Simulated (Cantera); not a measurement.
# Hydrocarbon pyrolysis for carbon deposition

An isothermal, constant-pressure homogeneous reactor starts with 8.40 % C2H6, 91.6 % N2, at 1125 K and 660 Pa.

Model: GRI-Mech 3.0 (53 species, 325 reactions), integrated in Cantera. GRI-Mech 3.0 stops at C3 and has no aromatics, soot or wall deposition, so with more carbon than oxygen in the feed, carbon stays in small species such as C2H2 where larger ones or solid carbon would form. Radical loss at walls, strong at low pressure, is not modelled.

```
t (s)       x C2H6     x HCN    x C2H2    x C2H4     x CH4    x CH3
--------  --------  --------  --------  --------  --------  -------
0.000500    0.0840    <1e-12    <1e-12   1.67e-9   1.51e-8  8.68e-7
0.00121     0.0840    <1e-12    <1e-12   2.31e-8   8.69e-8  2.05e-6
0.00292     0.0840    <1e-12    <1e-12   3.15e-7   4.89e-7  4.67e-6
0.00707     0.0840    <1e-12  1.55e-11   4.14e-6   2.61e-6  9.86e-6
0.0171      0.0839    <1e-12   1.90e-9   4.86e-5   1.26e-5  1.81e-5
0.0414      0.0834  3.21e-12   1.43e-7  0.000416   5.64e-5  3.47e-5
0.100       0.0813  1.91e-11   4.42e-6   0.00219  0.000281  7.04e-5
0.242       0.0748  4.69e-11   5.82e-5   0.00766   0.00113  8.54e-5
0.585       0.0599  7.30e-11  0.000416    0.0199   0.00334  7.73e-5
1.41        0.0327  9.68e-11   0.00214    0.0409   0.00819  5.77e-5
3.42       0.00658  1.15e-10   0.00776    0.0566    0.0138  2.30e-5
8.27      0.000671  1.18e-10    0.0152    0.0535    0.0149  6.19e-6
20.0       8.56e-5  1.17e-10    0.0212    0.0477    0.0149  2.19e-6
```
x: mole fraction; the columns are a selection and need not sum to one.

Equilibrium at this temperature and pressure: C2H6 4.54e-7, HCN 0.0547, C2H2 0.0385, C2H4 0.00136, CH4 0.0111, CH3 3.16e-7 (gas phase only).
